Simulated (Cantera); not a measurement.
A freely propagating, adiabatic, planar premixed flame of H2 : O2 : N2 : H2O = 1 : 0.455 : 1.71 : 0.13 (molar parts), equivalence ratio 1.1, unburnt at 573 K and 0.632 atm; mixture-averaged transport, grid criteria slope 0.08 and curve 0.16, no radiation.

Computed with Cantera and the H2/O2 subset of GRI-Mech 3.0, which has no nitrogen chemistry. Burning velocities carry a grid error of a few per cent, more on coarse grids.

x: mole fraction of selected species; z is measured from the peak of heat release.

| z (mm) | T (K) | u (m/s) | x H2 | x O2 | x H2O | x H | x H2O2 | x O |
|---|---|---|---|---|---|---|---|---|
| -2.42 | 573 | 6.68 | 0.303 | 0.138 | 0.0395 | <1e-8 | <1e-8 | <1e-8 |
| -1.61 | 573 | 6.68 | 0.303 | 0.138 | 0.0395 | <1e-8 | <1e-8 | <1e-8 |
| -1.21 | 573 | 6.68 | 0.303 | 0.138 | 0.0395 | <1e-8 | <1e-8 | <1e-8 |
| -0.806 | 573 | 6.68 | 0.303 | 0.138 | 0.0395 | <1e-8 | <1e-8 | <1e-8 |
| -0.403 | 579 | 6.73 | 0.301 | 0.138 | 0.0398 | 5.52e-5 | ___ | 2.86e-6 |
| -0.201 | 742 | 8.46 | 0.276 | 0.135 | 0.0538 | 0.00425 | ___ | 0.000190 |
| 0 | 1182 | 13.0 | 0.172 | 0.0980 | 0.137 | 0.0379 | ___ | 0.00476 |
| 0.201 | 1500 | 16.3 | 0.0774 | 0.0396 | 0.242 | 0.0648 | ___ | 0.0107 |
| 0.403 | 1644 | 17.7 | 0.0607 | 0.0251 | 0.268 | 0.0615 | ___ | 0.0111 |
| 0.806 | 1796 | 19.2 | 0.0595 | 0.0205 | 0.279 | 0.0492 | ___ | 0.00975 |
| 1.61 | 1953 | 20.6 | 0.0583 | 0.0167 | 0.291 | 0.0362 | ___ | 0.00764 |
| 3.22 | 2103 | 21.9 | 0.0550 | 0.0129 | 0.305 | 0.0250 | ___ | 0.00540 |
| 6.44 | 2237 | 23.1 | 0.0501 | 0.00932 | 0.320 | 0.0163 | ___ | 0.00343 |

Fill in the missing entries.


- -0.403, x H2O2: 1.47e-6
- -0.201, x H2O2: 1.36e-5
- 0, x H2O2: 3.66e-6
- 0.201, x H2O2: 2.62e-6
- 0.403, x H2O2: 1.64e-6
- 0.806, x H2O2: 8.69e-7
- 1.61, x H2O2: 4.58e-7
- 3.22, x H2O2: 2.69e-7
- 6.44, x H2O2: 1.81e-7
